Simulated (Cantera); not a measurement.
An adiabatic, constant-pressure homogeneous reactor starts with CH4 : CO : O2 : N2 = 1 : 0.23 : 3.78 : 14.2 (molar parts), at 1675 K and 101000 Pa. Integrator tolerance rtol = 1e-08.

Model: GRI-Mech 3.0 (53 species, 325 reactions), integrated in Cantera.

Question: What does this change do: initial temperature 1675 to 1500 K?

Answer: 
| quantity | before | after |
|---|---|---|
| time of steepest temperature rise | 0.234 ms | 0.940 ms |
| temperature at 6.00 s | 2583 K | 2488 K |
| equilibrium temperature | 2583 K | 2488 K |
| x(CH4) at 6.00 s | <1e-12 (gas-phase equilibrium <1e-12) | <1e-12 (gas-phase equilibrium <1e-12) |
| x(CO) at 6.00 s | 0.0106 (gas-phase equilibrium 0.0106) | 0.00696 (gas-phase equilibrium 0.00696) |
| x(O2) at 6.00 s | 0.0788 (gas-phase equilibrium 0.0788) | 0.0797 (gas-phase equilibrium 0.0797) |
| x(OH) at 6.00 s | 0.0140 (gas-phase equilibrium 0.0140) | 0.0107 (gas-phase equilibrium 0.0107) |
| x(C2H) at 6.00 s | <1e-12 (gas-phase equilibrium <1e-12) | <1e-12 (gas-phase equilibrium <1e-12) |
| x(CH2O) at 6.00 s | 1.24e-11 (gas-phase equilibrium 1.24e-11) | 5.38e-12 (gas-phase equilibrium 5.38e-12) |

Question: What does this change do: initial temperature 1675 to 1773 K?

Answer: 
```tsv
quantity	before	after
time of steepest temperature rise	0.234 ms	0.126 ms
temperature at 6.00 s	2583 K	2632 K
equilibrium temperature	2583 K	2632 K
x(CH4) at 6.00 s	<1e-12 (gas-phase equilibrium <1e-12)	<1e-12 (gas-phase equilibrium <1e-12)
x(CO) at 6.00 s	0.0106 (gas-phase equilibrium 0.0106)	0.0129 (gas-phase equilibrium 0.0129)
x(O2) at 6.00 s	0.0788 (gas-phase equilibrium 0.0788)	0.0783 (gas-phase equilibrium 0.0783)
x(OH) at 6.00 s	0.0140 (gas-phase equilibrium 0.0140)	0.0158 (gas-phase equilibrium 0.0158)
x(C2H) at 6.00 s	<1e-12 (gas-phase equilibrium <1e-12)	<1e-12 (gas-phase equilibrium <1e-12)
x(CH2O) at 6.00 s	1.24e-11 (gas-phase equilibrium 1.24e-11)	1.83e-11 (gas-phase equilibrium 1.83e-11)
```

Question: What does this change do: initial temperature 1675 to 1000 K?

Answer: 
```json
[
 {"quantity": "time of steepest temperature rise", "before": "0.234 ms", "after": "0.986 s"},
 {"quantity": "temperature at 6.00 s", "before": "2583 K", "after": "2153 K"},
 {"quantity": "equilibrium temperature", "before": "2583 K", "after": "2153 K"},
 {"quantity": "x(CH4) at 6.00 s", "before": "<1e-12 (gas-phase equilibrium <1e-12)", "after": "<1e-12 (gas-phase equilibrium <1e-12)"},
 {"quantity": "x(CO) at 6.00 s", "before": "0.0106 (gas-phase equilibrium 0.0106)", "after": "0.000951 (gas-phase equilibrium 0.000951)"},
 {"quantity": "x(O2) at 6.00 s", "before": "0.0788 (gas-phase equilibrium 0.0788)", "after": "0.0831 (gas-phase equilibrium 0.0831)"},
 {"quantity": "x(OH) at 6.00 s", "before": "0.0140 (gas-phase equilibrium 0.0140)", "after": "0.00329 (gas-phase equilibrium 0.00329)"},
 {"quantity": "x(C2H) at 6.00 s", "before": "<1e-12 (gas-phase equilibrium <1e-12)", "after": "<1e-12 (gas-phase equilibrium <1e-12)"},
 {"quantity": "x(CH2O) at 6.00 s", "before": "1.24e-11 (gas-phase equilibrium 1.24e-11)", "after": "<1e-12 (gas-phase equilibrium <1e-12)"}
]
```
